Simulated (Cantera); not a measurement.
# Silicon carbide growth: SiH2Cl2 + CH4 + H2

Charge: 1 mol SiH2Cl2, 0.014 mol CH4, 10 mol H2, held at 1375 K.

Method: chemical equilibrium by Gibbs-energy minimisation in Cantera with the NASA 1993 tables (ideal gas, pure condensed phases). Candidate condensed phases: C, C6H6, C7H8, C8H18, Si, SiC; 109 gas species. Mutual solubility and eutectic melting of coexisting phases are not modelled. The tables' values for SiCl3 are old estimates; treat these amounts as uncertain. Equilibrium is a limit: real reactors are often held back by kinetics, nucleation or transport.

From 1.00 mbar to 1.00 bar the condensed part is Si(s) + SiC(s). The main Si-bearing gas is SiCl2 throughout. The share of Si in condensed phases is highest at 1.00 mbar (60.0 %) and lowest at 1.00 bar (56.3 %).

| P (Pa) | x H2 | x HCl | x SiCl2 | x SiCl4 | x SiHCl3 | x SiCl3 | x SiH2Cl2 | n Si(s) | n SiC(s) |
|---|---|---|---|---|---|---|---|---|---|
| 100 | 0.868 | 0.0990 | 0.0325 | 6.09e-5 | 3.41e-5 | 0.000657 | 2.82e-6 | 0.586 | 0.0140 |
| 220 | 0.868 | 0.0984 | 0.0322 | 0.000131 | 7.37e-5 | 0.000958 | 6.15e-6 | 0.585 | 0.0140 |
| 460 | 0.869 | 0.0976 | 0.0316 | 0.000265 | 0.000150 | 0.00135 | 1.26e-5 | 0.585 | 0.0140 |
| 1000 | 0.870 | 0.0963 | 0.0307 | 0.000543 | 0.000313 | 0.00190 | 2.67e-5 | 0.584 | 0.0140 |
| 2200 | 0.872 | 0.0941 | 0.0292 | 0.00108 | 0.000641 | 0.00263 | 5.61e-5 | 0.583 | 0.0140 |
| 4600 | 0.875 | 0.0909 | 0.0272 | 0.00196 | 0.00120 | 0.00340 | 0.000110 | 0.581 | 0.0140 |
| 10000 | 0.880 | 0.0860 | 0.0242 | 0.00338 | 0.00220 | 0.00422 | 0.000213 | 0.578 | 0.0140 |
| 22000 | 0.886 | 0.0793 | 0.0205 | 0.00531 | 0.00378 | 0.00486 | 0.000399 | 0.572 | 0.0140 |
| 46000 | 0.892 | 0.0718 | 0.0167 | 0.00736 | 0.00583 | 0.00517 | 0.000685 | 0.563 | 0.0139 |
| 100000 | 0.900 | 0.0632 | 0.0128 | 0.00943 | 0.00856 | 0.00512 | 0.00115 | 0.549 | 0.0138 |
x: gas mole fraction; n: condensed amount in mol.
